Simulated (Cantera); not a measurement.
An isothermal, constant-pressure homogeneous reactor starts with 97.5 % N2O, 2.53 % H2O, at 1350 K and 0.00830 bar.

Cantera simulation using GRI-Mech 3.0 (53 species, 325 reactions); the numbers are that mechanism's predictions, not measurements. GRI-Mech 3.0 was tuned for natural gas; its chemistry of N2O as a main component is partial and can be far from experiment. Radical loss at walls, strong at low pressure, is not modelled. The mechanism lacks the step 2 NO + O2 → 2 NO2, which can matter for NO2 below about 1400 K. The temperature is held fixed by assumption; the heat of reaction is taken as removed at once.

Predict: x(N2O) at 7.00 s; x(H2O) at 7.00 s; x(O2) at 7.00 s; x(NO) at 7.00 s; x(HO2) at 7.00 s.


- x(N2O) at 7.00 s: 0.497 (gas-phase equilibrium 3.34e-9)
- x(H2O) at 7.00 s: 0.0212 (gas-phase equilibrium 0.0170)
- x(O2) at 7.00 s: 0.136 (gas-phase equilibrium 0.327)
- x(NO) at 7.00 s: 0.0479 (gas-phase equilibrium 0.000620)
- x(HO2) at 7.00 s: 4.30e-7 (gas-phase equilibrium 1.03e-8)
